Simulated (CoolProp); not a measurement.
Vapour pressure (bar) of normal hydrogen: the reference equation beside estimates from Tc = -240.0 °C, pc = 12.96 bar, ω = -0.219. Clausius-Clapeyron is anchored at -246.05 °C with a constant enthalpy of vaporisation of 0.7571 kJ/mol.

Model: reference Helmholtz-energy equation of state, Leachman 2009, in CoolProp.

```json
[
 {"T (°C)": "-250.15", "reference": "2.044", "Lee-Kesler": "2.046", "Clausius-Clapeyron": "2.675", "van der Waals": "2.485", "Redlich-Kwong": "1.053", "Soave-Redlich-Kwong": "2.036", "Peng-Robinson": "2.107"},
 {"T (°C)": "-249.15", "reference": "2.581", "Lee-Kesler": "2.582", "Clausius-Clapeyron": "3.155", "van der Waals": "3.082", "Redlich-Kwong": "1.499", "Soave-Redlich-Kwong": "2.597", "Peng-Robinson": "2.668"},
 {"T (°C)": "-248.05", "reference": "3.278", "Lee-Kesler": "3.278", "Clausius-Clapeyron": "3.725", "van der Waals": "3.837", "Redlich-Kwong": "2.129", "Soave-Redlich-Kwong": "3.325", "Peng-Robinson": "3.393"},
 {"T (°C)": "-247.05", "reference": "4.019", "Lee-Kesler": "4.017", "Clausius-Clapeyron": "4.281", "van der Waals": "4.618", "Redlich-Kwong": "2.846", "Soave-Redlich-Kwong": "4.096", "Peng-Robinson": "4.158"},
 {"T (°C)": "-246.05", "reference": "4.869", "Lee-Kesler": "4.866", "Clausius-Clapeyron": "4.869", "van der Waals": "5.493", "Redlich-Kwong": "3.715", "Soave-Redlich-Kwong": "4.976", "Peng-Robinson": "5.031"},
 {"T (°C)": "-245.05", "reference": "5.838", "Lee-Kesler": "5.834", "Clausius-Clapeyron": "5.488", "van der Waals": "6.465", "Redlich-Kwong": "4.751", "Soave-Redlich-Kwong": "5.972", "Peng-Robinson": "6.018"},
 {"T (°C)": "-243.95", "reference": "7.054", "Lee-Kesler": "7.048", "Clausius-Clapeyron": "6.200", "van der Waals": "7.652", "Redlich-Kwong": "6.097", "Soave-Redlich-Kwong": "7.209", "Peng-Robinson": "7.243"},
 {"T (°C)": "-242.95", "reference": "8.305", "Lee-Kesler": "8.302", "Clausius-Clapeyron": "6.874", "van der Waals": "8.839", "Redlich-Kwong": "7.524", "Soave-Redlich-Kwong": "8.467", "Peng-Robinson": "8.491"},
 {"T (°C)": "-241.95", "reference": "9.711", "Lee-Kesler": "9.712", "Clausius-Clapeyron": "7.572", "van der Waals": "10.13", "Redlich-Kwong": "9.157", "Soave-Redlich-Kwong": "9.859", "Peng-Robinson": "9.872"},
 {"T (°C)": "-240.95", "reference": "11.29", "Lee-Kesler": "11.29", "Clausius-Clapeyron": "8.290", "van der Waals": "11.54", "Redlich-Kwong": "11.01", "Soave-Redlich-Kwong": "11.39", "Peng-Robinson": "11.39"}
]
```

Absolute difference from the reference over all 10 rows, mean and median: Lee-Kesler 0.0 and 0.0 %, Clausius-Clapeyron 15.7 and 15.4 %, van der Waals 11.8 and 11.8 %, Redlich-Kwong 22.8 and 21.2 %, Soave-Redlich-Kwong 1.5 and 1.7 %, Peng-Robinson 2.7 and 3.1 %.
